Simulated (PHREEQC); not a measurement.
## Nickel, zinc or cadmium bath with alkaline etch or developer: speciation

Solution A (14 mmol/kgw NiCl2 and 100 mmol/kgw MnSO4) is mixed with solution B (0.013 mol/kgw LiOH, 0.00013 mol/kgw Na2SiO3 and 0.00049 mol/kgw (CH3)4NCl) at 25 °C; shares are by mass of water, 1 kg in all. The system is closed to oxygen. The system is closed to CO2. Solids allowed: Pyrochroite, Ni(OH)2, Ni4(OH)6SO4, Quartz, Halite, Mirabilite, Morenosite. Others were left out.

The numbers come from PHREEQC with the ion-association model, wateq4f.dat.

Problem. Predict pH at share of solution B = 0, 0.3, 0.4, 0.55, 0.6.

Solution. 
```
share of solution B    pH
-------------------  ----
0                    6.24
0.3                  6.82
0.4                  6.88
0.55                 7.02
0.6                  7.12
```

Species that the database lacks are ignored. (CH3)4N+ isn't in the database: it is added as a free cation with an ion size of 4 Å. The database's Ni(OH)2 is the aged solid; a fresh precipitate is more soluble.
